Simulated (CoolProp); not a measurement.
Vapour-liquid equilibrium of cyclopentane (1) + ethanol (2) at 147.55 °C; x and y are mole fractions of (1).

Values from CoolProp's multi-fluid Helmholtz-energy mixture model, Gedanitz 2015 and Schroeder 2014; pair parameters Bell 2016.

Give the bubble pressure and the first vapour's composition at x = 0.15, 0.75, 0.95. Is there an azeotrope?

x = 0.15: 1.203 MPa, y = 0.322; x = 0.75: 1.567 MPa, y = 0.654; x = 0.95: 1.312 MPa, y = 0.846. y crosses x between x = 0.55 and 0.65: the model has an azeotrope there.

Pair parameters are fitted to limited data, so mixtures are less certain than the pure fluids. With so large a gap from Raoult's law the liquid may split in two, which this calculation doesn't test in full.
